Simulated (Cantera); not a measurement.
## Diamond growth

A diamond (100) surface in a fixed gas of H2 with x(CH4) = 0.0032, x(H) = 0.00061, x(CH3) = 2.9e-05, at 1200 K; coverages are run to steady state.

Cantera simulation using the Harris–Goodwin 1993 mechanism for the reconstructed diamond (100) surface; the numbers are that mechanism's predictions, not measurements.

```json
[
 {"P (Pa)": "340", "growth (µm/h)": "0.00398", "θ c6HH": "0.479", "θ c6H*": "0.0363", "θ c6*H": "0.465", "θ c6**": "0.0191", "θ c6HM": "2.96e-5"},
 {"P (Pa)": "580", "growth (µm/h)": "0.00768", "θ c6HH": "0.479", "θ c6H*": "0.0363", "θ c6*H": "0.465", "θ c6**": "0.0191", "θ c6HM": "5.15e-5"},
 {"P (Pa)": "1000", "growth (µm/h)": "0.0148", "θ c6HH": "0.479", "θ c6H*": "0.0363", "θ c6*H": "0.465", "θ c6**": "0.0191", "θ c6HM": "8.99e-5"},
 {"P (Pa)": "1800", "growth (µm/h)": "0.0306", "θ c6HH": "0.479", "θ c6H*": "0.0363", "θ c6*H": "0.465", "θ c6**": "0.0191", "θ c6HM": "0.000162"},
 {"P (Pa)": "3100", "growth (µm/h)": "0.0621", "θ c6HH": "0.479", "θ c6H*": "0.0363", "θ c6*H": "0.465", "θ c6**": "0.0191", "θ c6HM": "0.000278"},
 {"P (Pa)": "5300", "growth (µm/h)": "0.131", "θ c6HH": "0.479", "θ c6H*": "0.0363", "θ c6*H": "0.464", "θ c6**": "0.0191", "θ c6HM": "0.000467"},
 {"P (Pa)": "9200", "growth (µm/h)": "0.297", "θ c6HH": "0.479", "θ c6H*": "0.0363", "θ c6*H": "0.464", "θ c6**": "0.0190", "θ c6HM": "0.000785"},
 {"P (Pa)": "16000", "growth (µm/h)": "0.710", "θ c6HH": "0.479", "θ c6H*": "0.0362", "θ c6*H": "0.464", "θ c6**": "0.0190", "θ c6HM": "0.00129"}
]
```
θ: site fractions in the mechanism's names (c6HH fully hydrogenated, c6H* and c6*H radical sites, c6** diradical, c6HM methylated).
